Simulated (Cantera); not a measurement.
Charge: 1 mol Si3N4, 5.2 mol F2, 4.1 mol HCl, equilibrated at 13300 Pa.

Cantera equilibrium calculation (NASA polynomials, part measured and part estimated; ideal gas, pure solids and liquids). Candidate condensed phases: NH4Cl, Si, Si3N4; 49 gas species. The tables' values for SiF3, SiCl3, SiF2 are old estimates; treat these amounts as uncertain. Equilibrium is a limit: real reactors are often held back by kinetics, nucleation or transport.

Q: At 1475 K, list the 4 most abundant gas species with their mole fractions, and the condensed phases.

A: HCl 0.323, SiF4 0.299, N2 0.237, H2 0.0777. Condensed: gas only.
